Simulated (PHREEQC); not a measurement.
# Metal-bearing waste water: an equilibrium model

Solution (25 °C): 0.0057 mol FeCl3, 0.00022 mol NiCl2 and 0.16 mol H2SO4 per kg of water. Closed to the air; pH follows from the charge balance.

All values are PHREEQC results (ion-association model, wateq4f.dat), not measurements.

```
Quantity                  Result
-----------------  -------------
pH                          0.83
ionic strength     0.222 mol/kgw
activity of water          0.994
total alkalinity     -331 meq/kg
```

| species | molality | activity | log γ |
|---|---|---|---|
| H+ | 0.187 | 0.148 | -0.100 |
| HSO4- | 0.131 | 0.0944 | -0.142 |
| SO4-2 | 0.0233 | 0.00656 | -0.551 |
| Cl- | 0.0175 | 0.0123 | -0.153 |
| FeSO4+ | 0.00260 | 0.00190 | -0.135 |
| FeHSO4+2 | 0.00248 | 0.000754 | -0.517 |
| Fe(SO4)2- | 0.000367 | 0.000273 | -0.129 |
| Fe+3 | 0.000212 | 2.65e-5 | -0.904 |
| Ni+2 | 0.000159 | 4.83e-5 | -0.517 |
| NiSO4 | 5.87e-5 | 6.18e-5 | 0.022 |
| FeCl+2 | 3.43e-5 | 9.84e-6 | -0.542 |
| FeOH+2 | 3.99e-6 | 1.15e-6 | -0.542 |
| NiCl+ | 2.02e-6 | 1.50e-6 | -0.129 |
| FeCl2+ | 7.30e-7 | 5.42e-7 | -0.129 |
| Ni(SO4)2-2 | 7.16e-8 | 2.17e-8 | -0.517 |
| NiCl2 | 6.36e-8 | 6.69e-8 | 0.022 |

This is a speciation only: nothing precipitates in the calculation. Complexes and solids missing from the database can't appear.
